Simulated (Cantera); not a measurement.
Input: 1 mol Si₂Cl₆, 0.23 mol NH₃, at 727 °C and 353 Torr.

Method: chemical equilibrium by Gibbs-energy minimisation in Cantera with the NASA 1993 tables (ideal gas, pure condensed phases). Candidate condensed phases: NH₄Cl, Si, Si₃N₄; 28 gas species. The feed counts by its element totals alone. The tables' values for SiCl₃ are old estimates; treat these amounts as uncertain. Rates play no part.

**Question.** What is the equilibrium state?

**Answer.** 
| Quantity | Value |
|---|---|
| x(SiCl₄) | 0.757 |
| x(H₂) | 0.143 |
| x(SiHCl₃) | 0.0832 |
| x(HCl) | 0.00916 |
| x(SiCl₃) | 0.00559 |
| x(SiCl₂) | 0.000998 |
| x(SiH₂Cl₂) | 0.000987 |
| x(SiH₃Cl) | 2.99e-6 |
| n(Si(s)) | 0.290 mol |
| n(Si₃N₄(s)) | 0.0575 mol |
| gas amount | 1.814 mol |
